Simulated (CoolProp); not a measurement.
Vapour-liquid equilibrium of isohexane (1) + benzene (2) at 99.55 °C; x and y are mole fractions of (1).

The numbers come from the multi-fluid Helmholtz-energy mixture model, Lemmon 2006 and Thol 2012; pair parameters Bell 2016 in CoolProp.

```json
[
 {"x": "0.05", "bubble pressure, mixture model (MPa)": "…", "bubble pressure, Raoult's law (MPa)": "0.1843", "y, mixture model": "0.120", "y, Raoult's law": "0.083"},
 {"x": "0.2", "bubble pressure, mixture model (MPa)": "…", "bubble pressure, Raoult's law (MPa)": "0.2034", "y, mixture model": "0.347", "y, Raoult's law": "0.300"},
 {"x": "0.35", "bubble pressure, mixture model (MPa)": "…", "bubble pressure, Raoult's law (MPa)": "0.2225", "y, mixture model": "0.492", "y, Raoult's law": "0.480"},
 {"x": "0.5", "bubble pressure, mixture model (MPa)": "…", "bubble pressure, Raoult's law (MPa)": "0.2415", "y, mixture model": "0.610", "y, Raoult's law": "0.632"},
 {"x": "0.65", "bubble pressure, mixture model (MPa)": "…", "bubble pressure, Raoult's law (MPa)": "0.2606", "y, mixture model": "0.722", "y, Raoult's law": "0.761"},
 {"x": "0.8", "bubble pressure, mixture model (MPa)": "0.2928", "bubble pressure, Raoult's law (MPa)": "0.2797", "y, mixture model": "0.837", "y, Raoult's law": "0.873"},
 {"x": "0.95", "bubble pressure, mixture model (MPa)": "…", "bubble pressure, Raoult's law (MPa)": "0.2987", "y, mixture model": "…", "y, Raoult's law": "0.970"}
]
```

Question: Complete the blanks.

Answer: 
- 0.05, bubble pressure, mixture model (MPa): 0.1934
- 0.2, bubble pressure, mixture model (MPa): 0.2273
- 0.35, bubble pressure, mixture model (MPa): 0.2503
- 0.5, bubble pressure, mixture model (MPa): 0.2676
- 0.65, bubble pressure, mixture model (MPa): 0.2814
- 0.95, bubble pressure, mixture model (MPa): 0.3023
- 0.95, y, mixture model: 0.958

The largest gap from Raoult's law is +12.5 % in bubble pressure, at x = 0.35. No azeotrope shows between x = 0.05 and 0.95.

Pair parameters are fitted to limited data, so mixtures are less certain than the pure fluids.
